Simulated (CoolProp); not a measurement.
R113 along the isotherm 500 K: Z from the reference equation and from simpler models built on Tc = 487.2 K, pc = 3392 kPa, ω = 0.253; each cubic takes its own stable root.

The numbers come from the reference Helmholtz-energy equation of state, Marx 1992 in CoolProp.

```tsv
p (kPa)	phase	reference
771	gas	0.9263
1540	gas	0.8437
2310	gas	0.7464
3080	gas	0.6217
3850	supercritical	0.4095
4630	supercritical	0.2624
5400	supercritical	0.2761
6170	supercritical	0.2992
6940	supercritical	0.3248
7710	supercritical	0.3511
8480	supercritical	0.3779
```

How far does each simpler model (van der Waals, Redlich-Kwong, Peng-Robinson) lie from the reference over these 11 states: mean and median of the absolute difference, and the worst?


- van der Waals: mean 20.8 %, median 31.6 %, worst +35.8 % at 500 K and 6940 kPa
- Redlich-Kwong: mean 8.3 %, median 11.4 %, worst +16.5 % at 500 K and 4630 kPa
- Peng-Robinson: mean 4.0 %, median 2.9 %, worst +11.2 % at 500 K and 4630 kPa
